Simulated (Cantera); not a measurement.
Feed: 1 mol Si(CH3)4, 0.0086 mol C3H8, 920 mol H2, 0.55 mol CH4, held at 2250 K and 5.40 Torr.

Equilibrium computed with Cantera from the NASA thermochemical tables; the gas is ideal and each condensed phase is pure. Candidate condensed phases: C, C6H6, C7H8, C8H18, Si, SiC; 87 gas species. Equilibrium is a limit: real reactors are often held back by kinetics, nucleation or transport.

Base state: H2 0.913, H 0.0836, C2H2 (acetylene) 0.00226, Si 0.000911, SiC2 7.81e-5, SiH 2.97e-5 (mole fractions); condensed: gas only.

Task: What changes in the equilibrium state with this change: pressure from 5.40 Torr to 2.48 Torr?

Result: 
```json
[
 {"species": "H2", "before": "0.913", "after": "0.876"},
 {"species": "H", "before": "0.0836", "after": "0.121"},
 {"species": "C2H2 (acetylene)", "before": "0.00226", "after": "0.00221"},
 {"species": "Si", "before": "0.000911", "after": "0.000907"},
 {"species": "SiH", "before": "2.97e-5", "after": "1.96e-5"},
 {"species": "C2H", "before": "8.23e-6", "after": "1.21e-5"},
 {"species": "SiC2", "before": "7.81e-5", "after": "7.93e-5"}
]
```
